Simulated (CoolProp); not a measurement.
CH2F2 (R32) at 197.65 K and 0.249 MPa flows at 2.4 m/s in a round tube of 2 mm bore and 0.25 µm roughness, fully developed (64/Re and Nu = 3.66 if laminar; Colebrook and Gnielinski if turbulent). Each further row changes one setting.

Computed with CoolProp (reference Helmholtz-energy equation of state, Tillner-Roth 1997).

```tsv
case	Reynolds number	Darcy friction factor	pressure drop (Pa/m)	heat-transfer coefficient (W/(m² K))	mass flow (kg/h)
as stated	14100	0.0285	…	…	…
velocity 4.8 m/s	28300	…	…	…	…
diameter 4 mm	28300	…	22000	7590	139
```

Task: What belongs in the gaps?

Result: 
- as stated, pressure drop (Pa/m): 52300
- as stated, heat-transfer coefficient (W/(m² K)): 8340
- as stated, mass flow (kg/h): 34.7
- velocity 4.8 m/s, Darcy friction factor: 0.0241
- velocity 4.8 m/s, pressure drop (Pa/m): 178000
- velocity 4.8 m/s, heat-transfer coefficient (W/(m² K)): 15300
- velocity 4.8 m/s, mass flow (kg/h): 69.3
- diameter 4 mm, Darcy friction factor: 0.0240

Viscosity comes from a separate model (Bell 2016), an estimate that may be off by 10 % or more. Thermal conductivity comes from a separate model (Huber 2003), an estimate that may be off by 10 % or more.
